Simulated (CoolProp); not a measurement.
A closed Brayton cycle with carbon dioxide: compressor inlet 319.15 K and 7.9 MPa, high pressure 22.2 MPa, turbine inlet 940 K, compressor efficiency 0.85, turbine efficiency 0.85, recuperator effectiveness 0.9 (on enthalpy, no pinch check). Each further row changes one setting.

Model: reference Helmholtz-energy equation of state, Span 1996, in CoolProp.

```tsv
case	thermal efficiency (%)	net work (kJ/kg)	compressor to turbine work	compressor exit (K)	turbine exit (K)
as stated	?	96.4	0.34	403.4	813.7
turbine inlet 890 K	33.7	?	0.37	403.4	768.0
compressor inlet 329.15 K	34.0	89.1	0.39	?	813.7
high pressure 18.9 MPa	33.7	?	0.33	?	832.7
recuperator effectiveness 0.5	20.7	96.4	0.34	403.4	813.7
```

Task: What belongs in the gaps?

Result: 
- as stated, thermal efficiency (%): 35.1
- turbine inlet 890 K, net work (kJ/kg): 87.9
- compressor inlet 329.15 K, compressor exit (K): 420.6
- high pressure 18.9 MPa, net work (kJ/kg): 84.3
- high pressure 18.9 MPa, compressor exit (K): 389.9
